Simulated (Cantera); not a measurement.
## Ammonia decomposition in nitride growth gas

An isothermal, constant-pressure homogeneous reactor starts with 88.5 % NH3, 11.5 % N2, at 1925 K and 0.572 atm.

Model: the gas-phase N/H chemistry of the illustrative SiF4/NH3 mechanism in the Surface Chemkin manual (1991), integrated in Cantera. Walls and surfaces, which speed up NH3 decomposition in real reactors, are not modelled.

| t (s) | x NH3 | x H | x N2H4 | x N | x H2 | x NH2 |
|---|---|---|---|---|---|---|
| 0.000100 | 0.884 | 3.40e-7 | 9.63e-8 | 1.39e-9 | 0.000265 | 0.000437 |
| 0.000289 | 0.883 | 9.14e-7 | 3.59e-7 | 5.97e-9 | 0.00122 | 0.000843 |
| 0.000838 | 0.878 | 2.42e-6 | 4.18e-7 | 1.69e-8 | 0.00510 | 0.000909 |
| 0.00242 | 0.864 | 6.43e-6 | 3.91e-7 | 4.57e-8 | 0.0164 | 0.000880 |
| 0.00702 | 0.825 | 1.72e-5 | 3.39e-7 | 1.14e-7 | 0.0475 | 0.000819 |
| 0.0203 | 0.725 | 4.49e-5 | 2.62e-7 | 2.18e-7 | 0.127 | 0.000719 |
| 0.0588 | 0.519 | 0.000112 | 1.59e-7 | 3.11e-7 | 0.291 | 0.000562 |
| 0.170 | 0.238 | 0.000253 | 5.54e-8 | 3.66e-7 | 0.514 | 0.000331 |
| 0.492 | 0.0469 | 0.000538 | 5.79e-9 | 3.45e-7 | 0.666 | 0.000107 |
| 1.43 | 0.00360 | 0.000977 | 1.01e-10 | 1.40e-7 | 0.701 | 1.42e-5 |
| 4.12 | 0.000585 | 0.00106 | 3.11e-12 | 2.84e-8 | 0.703 | 2.48e-6 |
| 11.9 | 0.000165 | 0.00106 | <1e-12 | 8.10e-9 | 0.703 | 7.03e-7 |
| 34.6 | 5.36e-5 | 0.00106 | <1e-12 | 2.63e-9 | 0.703 | 2.28e-7 |
| 100 | 1.84e-5 | 0.00106 | <1e-12 | 9.06e-10 | 0.703 | 7.85e-8 |
x: mole fraction; the columns are a selection and need not sum to one.

Equilibrium at this temperature and pressure: NH3 4.24e-6, H 0.00106, N2H4 <1e-12, N 2.08e-10, H2 0.703, NH2 1.81e-8 (gas phase only).
